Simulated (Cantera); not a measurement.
**Diamond growth**

A diamond (100) surface in a fixed gas of H2 with x(CH4) = 0.018, x(H) = 0.0029, x(CH3) = 0.00055, 15000 Pa; coverages are run to steady state.

Computed with Cantera and the Harris–Goodwin 1993 mechanism for the reconstructed diamond (100) surface.

| T (K) | growth (µm/h) | θ c6HH | θ c6H* | θ c6*H | θ c6** | θ c6HM |
|---|---|---|---|---|---|---|
| 950 | 28.7 | 0.555 | 0.0122 | 0.287 | 0.00544 | 0.107 |
| 1025 | 40.7 | 0.514 | 0.0183 | 0.348 | 0.00961 | 0.0779 |
| 1100 | 48.2 | 0.476 | 0.0256 | 0.405 | 0.0155 | 0.0512 |
| 1175 | 40.9 | 0.444 | 0.0340 | 0.457 | 0.0231 | 0.0249 |
| 1250 | 25.7 | 0.413 | 0.0427 | 0.497 | 0.0318 | 0.00817 |
| 1325 | 18.1 | 0.381 | 0.0508 | 0.521 | 0.0407 | 0.00218 |
| 1400 | 16.0 | 0.355 | 0.0584 | 0.534 | 0.0492 | 0.000562 |
θ: site fractions in the mechanism's names (c6HH fully hydrogenated, c6H* and c6*H radical sites, c6** diradical, c6HM methylated).
